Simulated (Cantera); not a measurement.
An adiabatic, constant-volume homogeneous reactor starts with H2 : O2 : N2 = 1 : 1.09 : 4.09 (molar parts), equivalence ratio 0.46, at 1175 K and 1.01 bar. Integrator tolerance rtol = 1e-08.

Cantera simulation using the H2/O2 subset of GRI-Mech 3.0, which has no nitrogen chemistry; the numbers are that mechanism's predictions, not measurements.

| quantity | before | after |
|---|---|---|
| time of steepest temperature rise | 54.4 µs | 73.7 µs |
| temperature at 0.600 s | 2491 K | 1798 K |
| equilibrium temperature | 2491 K | 1798 K |
| x(H2) at 0.600 s | 0.00214 (gas-phase equilibrium 0.00214) | 7.49e-6 (gas-phase equilibrium 7.49e-6) |
| x(O2) at 0.600 s | 0.0997 (gas-phase equilibrium 0.0997) | 0.167 (gas-phase equilibrium 0.167) |
| x(OH) at 0.600 s | 0.0127 (gas-phase equilibrium 0.0127) | 0.000490 (gas-phase equilibrium 0.000490) |
| x(H) at 0.600 s | 0.000799 (gas-phase equilibrium 0.000799) | 7.93e-7 (gas-phase equilibrium 7.93e-7) |
| x(O) at 0.600 s | 0.00312 (gas-phase equilibrium 0.00312) | 4.02e-5 (gas-phase equilibrium 4.02e-5) |

Name the change that produced these shifts.
A) initial temperature 1175 to 1425 K
B) H2 1 to 0.38 parts
C) O2 1.09 to 0.68 parts
D) initial temperature 1175 to 1373 K

B, H2 1 to 0.38 parts
